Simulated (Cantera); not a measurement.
# Premixed flame

A freely propagating, adiabatic, planar premixed flame of CH₄ : H₂ : O₂ : N₂ = 1 : 0.34 : 3.19 : 9.5 (molar parts), equivalence ratio 0.68, unburnt at 425 K and 0.474 atm; mixture-averaged transport, grid criteria slope 0.08 and curve 0.16, no radiation.

Computed with Cantera and GRI-Mech 3.0 (53 species, 325 reactions). Burning velocities carry a grid error of a few per cent, more on coarse grids.

| z (mm) | T (K) | u (m/s) | x CH₄ | x H₂ | x O₂ | x NO₂ | x C₂H₂ | x HO₂ |
|---|---|---|---|---|---|---|---|---|
| -1.93 | 425 | 0.927 | 0.0713 | 0.0241 | 0.227 | <1e-8 | <1e-8 | 2.80e-8 |
| -1.29 | 426 | 0.928 | 0.0713 | 0.0238 | 0.227 | <1e-8 | <1e-8 | 4.96e-7 |
| -0.965 | 429 | 0.934 | 0.0712 | 0.0233 | 0.227 | <1e-8 | <1e-8 | 3.14e-6 |
| -0.643 | 461 | 1.00 | 0.0697 | 0.0222 | 0.226 | <1e-8 | 5.25e-8 | 3.57e-5 |
| -0.322 | 775 | 1.70 | 0.0541 | 0.0200 | 0.204 | <1e-8 | 1.29e-6 | 0.000146 |
| -0.161 | 1155 | 2.55 | 0.0322 | 0.0185 | 0.169 | <1e-8 | 4.49e-6 | 0.000163 |
| 0 | 1529 | 3.40 | 0.00907 | 0.0153 | 0.125 | <1e-8 | 9.01e-6 | 0.000165 |
| 0.161 | 1693 | 3.76 | 0.000942 | 0.0102 | 0.0974 | <1e-8 | 1.81e-6 | 3.95e-5 |
| 0.322 | 1744 | 3.87 | 5.48e-5 | 0.00744 | 0.0871 | <1e-8 | 6.11e-8 | 1.42e-5 |
| 0.643 | 1804 | 3.98 | 2.13e-7 | 0.00643 | 0.0810 | <1e-8 | <1e-8 | 1.04e-5 |
| 1.29 | 1880 | 4.12 | <1e-8 | 0.00563 | 0.0776 | <1e-8 | <1e-8 | 7.80e-6 |
| 2.57 | 1962 | 4.28 | <1e-8 | 0.00407 | 0.0757 | <1e-8 | <1e-8 | 5.16e-6 |
| 5.15 | 2032 | 4.41 | <1e-8 | 0.00245 | 0.0745 | <1e-8 | <1e-8 | 3.23e-6 |
x: mole fraction of selected species; z is measured from the peak of heat release.

| Item | Result |
|---|---|
| laminar burning velocity | 92.7 cm/s |
| thermal thickness | 0.643 mm |
| peak x(C₂H₂) | 9.09e-6 |
| peak x(HO₂) | 0.000196 |
| grid points | 142 |
